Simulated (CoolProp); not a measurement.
Vapour-liquid equilibrium of CHF3 (R23) (1) + R134a (2) at 5.4 bar; x and y are mole fractions of (1).

Model: multi-fluid Helmholtz-energy mixture model, Penoncello 2003 and Tillner-Roth 1994; pair parameters Bell 2016, in CoolProp.

```json
[
 {"x": "0.05", "bubble temperature (K)": "284.3", "y at the bubble point": "0.218", "dew temperature at overall composition x (K)": "289.8", "liquid density (mol/L)": "12.46"},
 {"x": "0.2", "bubble temperature (K)": "267.1", "y at the bubble point": "0.618", "dew temperature at overall composition x (K)": "284.9", "liquid density (mol/L)": "13.52"},
 {"x": "0.35", "bubble temperature (K)": "254.5", "y at the bubble point": "0.804", "dew temperature at overall composition x (K)": "279.4", "liquid density (mol/L)": "14.51"},
 {"x": "0.5", "bubble temperature (K)": "245.2", "y at the bubble point": "0.897", "dew temperature at overall composition x (K)": "273.0", "liquid density (mol/L)": "15.46"},
 {"x": "0.65", "bubble temperature (K)": "238.0", "y at the bubble point": "0.947", "dew temperature at overall composition x (K)": "265.2", "liquid density (mol/L)": "16.40"},
 {"x": "0.8", "bubble temperature (K)": "232.2", "y at the bubble point": "0.977", "dew temperature at overall composition x (K)": "254.8", "liquid density (mol/L)": "17.35"},
 {"x": "0.95", "bubble temperature (K)": "227.5", "y at the bubble point": "0.995", "dew temperature at overall composition x (K)": "237.5", "liquid density (mol/L)": "18.29"}
]
```

No azeotrope shows between x = 0.05 and 0.95.

Pair parameters are fitted to limited data, so mixtures are less certain than the pure fluids.
